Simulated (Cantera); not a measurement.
A closed system holds: 1 mol SiCl4, 0.37 mol H2, equilibrated at 675 °C and 630000 Pa.

Method: chemical equilibrium by Gibbs-energy minimisation in Cantera with the NASA 1993 tables (ideal gas, pure condensed phases). Candidate condensed phases: Si; 19 gas species. The tables' values for SiCl3 are old estimates; treat these amounts as uncertain. Equilibrium is a limit: real reactors are often held back by kinetics, nucleation or transport.

Base state: SiCl4 0.702, H2 0.242, HCl 0.0279, SiHCl3 0.0275, SiCl3 0.000191, SiH2Cl2 0.000109 (mole fractions); condensed: gas only.

Question: What changes in the equilibrium state with this change: temperature from 675 °C to 1025 °C?

Answer: 
| species | before | after |
|---|---|---|
| SiCl4 | 0.702 | 0.636 |
| H2 | 0.242 | 0.191 |
| HCl | 0.0279 | 0.0885 |
| SiCl3 | 0.000191 | 0.0185 |
| SiHCl3 | 0.0275 | 0.0619 |
| SiCl2 | 1.76e-6 | 0.00322 |
| SiH2Cl2 | 0.000109 | 0.000847 |

Question: What changes in the equilibrium state with this change: 0.042 mol NH3 added?

Answer: 
| species | before | after |
|---|---|---|
| SiCl4 | 0.702 | 0.654 |
| H2 | 0.242 | 0.245 |
| HCl | 0.0279 | 0.0935 |
| SiHCl3 | 0.0275 | 0.00771 |
| N2 | 0 | 4.96e-5 |
| SiH2Cl2 | 0.000109 | 9.21e-6 |
| SiCl3 | 0.000191 | 5.33e-5 |
| Si3N4(s), mol | 0 | 0.0105 |
Further candidate phases: NH4Cl, Si3N4.
